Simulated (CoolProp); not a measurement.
Properties of R141b along the isotherm 493.6 K (Tc = 477.5 K, pc = 42.12 bar, ω = 0.220).

The numbers come from the reference Helmholtz-energy equation of state, Lemmon 2006 in CoolProp. It is a short technical equation, of lower accuracy than the large ones.

```json
[
 {"p (bar)": "0.666", "phase": "gas", "Z": "0.9954", "cp (kJ/(kg K))": "0.9928", "isothermal compressibility (1/MPa)": "15.08", "conductivity (mW/(m K))": "28.6", "Prandtl number": "0.532", "fugacity coefficient": "0.9954"},
 {"p (bar)": "1.52", "phase": "gas", "Z": "0.9894", "cp (kJ/(kg K))": "0.9958", "isothermal compressibility (1/MPa)": "6.650", "conductivity (mW/(m K))": "28.7", "Prandtl number": "0.534", "fugacity coefficient": "0.9895"},
 {"p (bar)": "3.45", "phase": "gas", "Z": "0.9757", "cp (kJ/(kg K))": "1.003", "isothermal compressibility (1/MPa)": "2.972", "conductivity (mW/(m K))": "28.7", "Prandtl number": "0.537", "fugacity coefficient": "0.9762"},
 {"p (bar)": "7.85", "phase": "gas", "Z": "0.9432", "cp (kJ/(kg K))": "1.022", "isothermal compressibility (1/MPa)": "1.354", "conductivity (mW/(m K))": "…", "Prandtl number": "0.545", "fugacity coefficient": "0.9460"},
 {"p (bar)": "17.9", "phase": "gas", "Z": "…", "cp (kJ/(kg K))": "1.085", "isothermal compressibility (1/MPa)": "0.6609", "conductivity (mW/(m K))": "29.7", "Prandtl number": "0.575", "fugacity coefficient": "0.8775"},
 {"p (bar)": "40.7", "phase": "gas", "Z": "0.5977", "cp (kJ/(kg K))": "1.645", "isothermal compressibility (1/MPa)": "0.5208", "conductivity (mW/(m K))": "37.4", "Prandtl number": "0.847", "fugacity coefficient": "0.7205"},
 {"p (bar)": "92.5", "phase": "supercritical", "Z": "…", "cp (kJ/(kg K))": "1.650", "isothermal compressibility (1/MPa)": "0.03074", "conductivity (mW/(m K))": "57.9", "Prandtl number": "2.12", "fugacity coefficient": "0.4243"},
 {"p (bar)": "211", "phase": "supercritical", "Z": "0.6616", "cp (kJ/(kg K))": "1.367", "isothermal compressibility (1/MPa)": "0.007969", "conductivity (mW/(m K))": "66.4", "Prandtl number": "2.30", "fugacity coefficient": "0.2768"}
]
```

Question: Some entries are withheld; supply them.

Answer: 
- 7.85, conductivity (mW/(m K)): 28.9
- 17.9, Z: 0.8612
- 92.5, Z: 0.3440

Viscosity comes from a separate model (Huber 2003), an estimate that may be off by 10 % or more. Thermal conductivity comes from a separate model (Huber 2003), an estimate that may be off by 10 % or more.
